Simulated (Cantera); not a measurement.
Cantera run:

```python
import numpy as np
import cantera as ct

gas_names = """
    C CO COS CO2 CS CS2 C2 C2O C3 C3O2 C4 C5 O O2 O3 S SO SO2 SO3 S2 S2O S8
""".split()
cond_names = """
    C(gr) S(cr1) S(cr2) S(L)
""".split()


# ... load() reads the species with a 1 bar reference pressure and builds the phases ...
atoms = {
    'CO2': {'C': 1, 'O': 2},
    'SO2': {'S': 1, 'O': 2},
    'O2': {'O': 2},
}
top_T = {'C(gr)': 4500}  # K; cautious upper limits of use, not melting points


# ... equilibrate(T, P, feed) seeds the gas with the atoms and calls Mixture.equilibrate('TP', solver="vcs", rtol=1e-11, max_steps=5000) ...
results = []
T = 1373.15  # K
P = 10000  # Pa
for m in [0.2, 0.29, 0.41, 0.59, 0.84, 1.2, 1.7, 2.5, 3.5, 5]:
    feed = {'CO2': 1, 'SO2': 0.011, 'O2': m}  # mol
    mix = equilibrate(T, P, feed)
    results.append((T, P, feed, dict(zip(mix.species_names, mix.species_moles))))

top = {s: max(r[3][s] / sum(r[3][g] for g in gas_names) for r in results) for s in gas_names}
cols = sorted((s for s in top if top[s] > 0.001), key=lambda s: -top[s])[:8]
seen = [c for c in cond_names if any(r[3].get(c, 0) > 1e-12 for r in results)]
print("log10 of partial pressures in bar; condensed amounts in mol")
print(f"{'n(O2)':>10s}" + "".join(f"{s[:9]:>10s}" for s in cols + seen))
for T, P, feed, n in results:
    ng = sum(n[g] for g in gas_names)
    print(f"{feed['O2']:10.4g}" + "".join(f"{np.log10(max(n[s] / ng * P / 1e5, 1e-99)):10.3f}" for s in cols)
          + "".join(f"{n.get(c, 0):10.4g}" for c in seen))
```

Output:

```
log10 of partial pressures in bar; condensed amounts in mol
     n(O2)        O2       CO2       SO2
       0.2    -1.782    -1.083    -3.046
      0.29    -1.652    -1.114    -3.078
      0.41    -1.540    -1.153    -3.117
      0.59    -1.434    -1.204    -3.169
      0.84    -1.343    -1.267    -3.233
       1.2    -1.265    -1.345    -3.311
       1.7    -1.203    -1.433    -3.400
       2.5    -1.147    -1.545    -3.513
       3.5    -1.110    -1.654    -3.622
         5    -1.080    -1.779    -3.747
```

Equilibrium computed with Cantera from the NASA thermochemical tables; the gas is ideal and each condensed phase is pure.
